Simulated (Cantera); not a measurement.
An isothermal plug-flow reactor at 1023 K and 2.07 atm (inlet), inlet velocity 0.26 m/s, active area per volume 190 1/m; feed 0.436 % H2, 8.15 % O2, 90.7 % N2, 0.712 % H2O, equivalence ratio 0.027.

Computed with Cantera and Deutschmann's 1995 Pt surface mechanism with GRI-Mech 3.0 gas chemistry. Catalytic surfaces can have several steady states; this one follows from the mechanism file's or the stated starting coverage. Mass transfer to the wall is taken as infinitely fast.

x: gas mole fraction; θ: surface coverage.

| z (m) | x H2 | x O2 | x H2O | θ free Pt | θ O* | θ OH* |
|---|---|---|---|---|---|---|
| 0.00013 | ? | 0.0804 | 0.00953 | 0.209 | 0.789 | 0.00252 |
| 0.00028 | ? | 0.0799 | 0.0107 | 0.200 | 0.797 | 0.00254 |
| 0.00059 | ? | 0.0796 | 0.0114 | 0.195 | 0.802 | 0.00255 |
| 0.0013 | ? | 0.0795 | 0.0115 | 0.194 | 0.803 | 0.00256 |
| 0.0028 | 8.92e-10 | 0.0795 | 0.0115 | 0.194 | 0.803 | 0.00256 |
| 0.0059 | 1.18e-10 | 0.0795 | 0.0115 | 0.194 | 0.803 | 0.00256 |
| 0.013 | 1.15e-10 | 0.0795 | 0.0115 | 0.194 | 0.803 | 0.00256 |

Problem. What belongs in the gaps?

Solution. 
- 0.00013, x H2: 0.00197
- 0.00028, x H2: 0.000829
- 0.00059, x H2: 0.000147
- 0.0013, x H2: 2.95e-6
